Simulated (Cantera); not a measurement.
Charge: 1 mol Al₂O₃, 19 mol H₂, at 2248.15 K.

These are equilibrium values from Cantera (NASA tables, ideal gas, pure condensed phases), not measurements of a reactor. Candidate condensed phases: Al, Al₂O₃, H₂O; 19 gas species. Equilibrium is a limit: real reactors are often held back by kinetics, nucleation or transport.

**Question.** What share of the Al ends up in condensed phases as a function of P (Pa), at 10, 42, 180, 750, 3200, 13000, 56000, 240000, 1000000?

**Answer.** 
| P (Pa) | Al condensed (%) | as |
|---|---|---|
| 10 | 80.3 | Al₂O₃(s) |
| 42 | 89.0 | Al₂O₃(s) |
| 180 | 93.7 | Al₂O₃(s) |
| 750 | 96.2 | Al₂O₃(s) |
| 3200 | 97.8 | Al₂O₃(s) |
| 13000 | 98.6 | Al₂O₃(s) |
| 56000 | 99.2 | Al₂O₃(s) |
| 240000 | 99.5 | Al₂O₃(s) |
| 1000000 | 99.7 | Al₂O₃(s) |
